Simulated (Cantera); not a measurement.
Charge: 1 mol Si3N4, 1.2 mol O2, 4.1 mol N2, equilibrated at 1423.15 K.

Equilibrium computed with Cantera from the NASA thermochemical tables; the gas is ideal and each condensed phase is pure. Candidate condensed phases: Si, SiO2, Si2N2O, Si3N4; 16 gas species. Mutual solubility and eutectic melting of coexisting phases are not modelled. The tables hold silica as quartz up to 1696 K and as liquid above; real silica turns to tridymite and cristobalite and melts near 1996 K. The numbers say what is thermodynamically allowed, not how fast it happens.

### Question
Which condensed phases are stable at each of these points (P (Pa)): 0.100, 0.600, 3.60, 22, 130, 770, 4600, 28000, 170000, 1000000?

### Answer
```csv
P (Pa),condensed phases,Si condensed (%)
0.100,Si(s),19.6
0.600,Si2N2O(s),40.0
3.60,SiO2(β-quartz) + Si2N2O(s),45.0
22,SiO2(β-quartz) + Si2N2O(s),96.8
130,SiO2(β-quartz) + Si2N2O(s),99.7
770,SiO2(β-quartz) + Si2N2O(s),100.0
4600,SiO2(β-quartz) + Si2N2O(s),100.0
28000,SiO2(β-quartz) + Si2N2O(s),100.0
170000,SiO2(β-quartz) + Si2N2O(s),100.0
1000000,SiO2(β-quartz) + Si2N2O(s),100.0
```

At 1.00e-6 bar the condensed part is Si(s). At 6.00e-6 bar the condensed part is Si2N2O(s). From 3.60e-5 bar to 10.0 bar the condensed part is SiO2(β-quartz) + Si2N2O(s).
